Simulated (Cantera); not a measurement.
A closed system holds: 1 mol Si3H8, 91 mol H2, at 15.0 mbar.

Equilibrium computed with Cantera from the NASA thermochemical tables; the gas is ideal and each condensed phase is pure. Candidate condensed phases: Si; 9 gas species. The feed counts by its element totals alone. Gases not in the tables: Si2H6 and higher silanes. Equilibrium is a limit: real reactors are often held back by kinetics, nucleation or transport.

Task: At 1477 °C, list the 4 most abundant gas species with their mole fractions, and the condensed phases.

Result: H2 0.998, H 0.00190, Si 0.000100, SiH2 2.08e-5. Condensed: Si(l).
